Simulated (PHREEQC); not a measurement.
Make-up at 20 °C: 0.0029 mol/kgw HF, 0.00028 mol/kgw (NH4)2SiF6, 3.9e-05 mol/kgw H3BO3 and 0.0013 mol/kgw H2SO4. It is in equilibrium with CO2 at log p = -1 (atm). Otherwise closed; pH follows from the charge balance.

Computed with PHREEQC (ion-association model, phreeqc.dat).

The pH is 2.55 and the ionic strength comes out as 0.00490 mol/kgw. The total alkalinity is -6.62 meq/kg.

| species | molality | activity | log γ |
|---|---|---|---|
| CO2 | 0.00391 | 0.00391 | 0.000 |
| H+ | 0.00301 | 0.00281 | -0.029 |
| HF | 0.00233 | 0.00233 | 0.000 |
| SO4-2 | 0.00108 | 0.000806 | -0.127 |
| F- | 0.000651 | 0.000604 | -0.033 |
| NH4+ | 0.000554 | 0.000513 | -0.033 |

Precipitation was switched off in this run. Species that the database lacks are ignored. SiF6-2 is the database's only silicon fluoride. Real BF4- forms and hydrolyses slowly; the run takes it at equilibrium.
